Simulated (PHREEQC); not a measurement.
Hard or scaling water: speciation

A solution holds 0.14 mmol/kgw Ca(HCO3)2 and 150 mmol/kgw Na2HPO4, at 25 °C. Closed to the air; pH follows from the charge balance.

Equilibrium calculation in PHREEQC: ion-association model, phreeqc.dat.

Precipitation was switched off in this run.

Question: Predict the pH.

Answer: pH 8.99.

Question: In which forms is C present?

Answer: HCO3- 73 %, NaCO3- 12 %, CO3-2 9.6 %, NaHCO3 5.3 % of the C.

Saturation is exceeded, for instance for Hydroxyapatite; the values hold only as long as no solid forms.
